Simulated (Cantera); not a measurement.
Input: 1 mol Si(CH₃)₄, 2.4 mol CH₄, 2.2 mol H₂, equilibrated at 900 K and 3.50 mbar.

Equilibrium computed with Cantera from the NASA thermochemical tables; the gas is ideal and each condensed phase is pure. Candidate condensed phases: C, C₆H₆, C₇H₈, C₈H₁₈, Si, SiC; 87 gas species. Rates play no part.

Base state: H₂ 0.999, CH₄ 0.00109 (mole fractions); condensed: C(graphite) + SiC(s).

Question: What changes in the equilibrium state with this change: temperature from 900 K to 2125 K?

Answer: 
```
species            before     after
----------------  -------  --------
H₂                  0.999     0.934
H                 1.97e-9    0.0593
Si                  <1e-9   0.00420
C₂H₂ (acetylene)    <1e-9   0.00157
SiC₂                <1e-9  0.000300
C(graphite), mol     5.39      5.41
SiC(s), mol          1.00     0.932
```
Gases not in the tables: Si₂H₆ and higher silanes.
